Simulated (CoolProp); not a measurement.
Saturated liquid density (kg/m³) of n-pentane: the reference equation beside estimates from Tc = 196.5 °C, pc = 3.368 MPa, ω = 0.251.

The numbers come from the reference Helmholtz-energy equation of state, Thol 2019 in CoolProp.

```json
[
 {"T (°C)": "98.85", "reference": "538.6", "van der Waals": "323.7", "Redlich-Kwong": "458.6", "Soave-Redlich-Kwong": "480.6"},
 {"T (°C)": "104.85", "reference": "530.7", "van der Waals": "318.8", "Redlich-Kwong": "449.7", "Soave-Redlich-Kwong": "471.7"},
 {"T (°C)": "110.95", "reference": "522.5", "van der Waals": "313.6", "Redlich-Kwong": "440.4", "Soave-Redlich-Kwong": "462.3"},
 {"T (°C)": "116.95", "reference": "514.0", "van der Waals": "308.3", "Redlich-Kwong": "430.8", "Soave-Redlich-Kwong": "452.6"},
 {"T (°C)": "122.95", "reference": "505.3", "van der Waals": "302.8", "Redlich-Kwong": "420.9", "Soave-Redlich-Kwong": "442.4"},
 {"T (°C)": "129.05", "reference": "496.0", "van der Waals": "296.9", "Redlich-Kwong": "410.4", "Soave-Redlich-Kwong": "431.5"},
 {"T (°C)": "135.05", "reference": "486.4", "van der Waals": "290.9", "Redlich-Kwong": "399.6", "Soave-Redlich-Kwong": "420.2"},
 {"T (°C)": "141.15", "reference": "476.1", "van der Waals": "284.5", "Redlich-Kwong": "388.0", "Soave-Redlich-Kwong": "408.1"},
 {"T (°C)": "147.15", "reference": "465.4", "van der Waals": "277.8", "Redlich-Kwong": "376.0", "Soave-Redlich-Kwong": "395.4"},
 {"T (°C)": "153.25", "reference": "453.7", "van der Waals": "270.5", "Redlich-Kwong": "363.1", "Soave-Redlich-Kwong": "381.7"},
 {"T (°C)": "159.25", "reference": "441.3", "van der Waals": "262.9", "Redlich-Kwong": "349.5", "Soave-Redlich-Kwong": "367.1"},
 {"T (°C)": "165.25", "reference": "427.7", "van der Waals": "254.6", "Redlich-Kwong": "334.8", "Soave-Redlich-Kwong": "351.2"},
 {"T (°C)": "171.35", "reference": "412.2", "van der Waals": "245.3", "Redlich-Kwong": "318.6", "Soave-Redlich-Kwong": "333.5"}
]
```

Absolute difference from the reference over all 13 rows, mean and median: van der Waals 40.2 and 40.2 %, Redlich-Kwong 18.2 and 17.8 %, Soave-Redlich-Kwong 14.1 and 13.6 %.
